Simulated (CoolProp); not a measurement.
Vapour pressure (bar) of CH3F (R41): the reference equation beside estimates from Tc = 317.3 K, pc = 59.06 bar, ω = 0.200.

Values from CoolProp's reference Helmholtz-energy equation of state, Lemmon 2006. It is a short technical equation, of lower accuracy than the large ones.

```json
[
 {"T (K)": "180.8", "reference": "0.4382", "Lee-Kesler": "0.4060", "Redlich-Kwong": "0.6888"},
 {"T (K)": "187", "reference": "0.6464", "Lee-Kesler": "[?]", "Redlich-Kwong": "1.000"},
 {"T (K)": "193.3", "reference": "[?]", "Lee-Kesler": "0.8913", "Redlich-Kwong": "1.417"},
 {"T (K)": "199.6", "reference": "1.311", "Lee-Kesler": "[?]", "Redlich-Kwong": "1.955"},
 {"T (K)": "205.8", "reference": "1.792", "Lee-Kesler": "1.755", "Redlich-Kwong": "2.622"},
 {"T (K)": "212.1", "reference": "2.413", "Lee-Kesler": "2.384", "Redlich-Kwong": "[?]"},
 {"T (K)": "218.4", "reference": "3.188", "Lee-Kesler": "3.175", "Redlich-Kwong": "4.475"},
 {"T (K)": "224.6", "reference": "4.124", "Lee-Kesler": "4.134", "Redlich-Kwong": "5.673"},
 {"T (K)": "230.9", "reference": "5.277", "Lee-Kesler": "[?]", "Redlich-Kwong": "7.110"},
 {"T (K)": "237.2", "reference": "6.660", "Lee-Kesler": "[?]", "Redlich-Kwong": "8.789"},
 {"T (K)": "243.4", "reference": "8.273", "Lee-Kesler": "[?]", "Redlich-Kwong": "10.70"},
 {"T (K)": "249.7", "reference": "10.20", "Lee-Kesler": "10.35", "Redlich-Kwong": "12.91"},
 {"T (K)": "256", "reference": "[?]", "Lee-Kesler": "12.64", "Redlich-Kwong": "15.43"}
]
```

Task: What belongs in the gaps?

Result: 
- 187, Lee-Kesler: 0.6088
- 193.3, reference: 0.9325
- 199.6, Lee-Kesler: 1.269
- 212.1, Redlich-Kwong: 3.458
- 230.9, Lee-Kesler: 5.316
- 237.2, Lee-Kesler: 6.735
- 243.4, Lee-Kesler: 8.388
- 256, reference: 12.43

Absolute difference from the reference over all 13 rows, mean and median: Lee-Kesler 2.4 and 1.5 %, Redlich-Kwong 40.6 and 40.4 %.
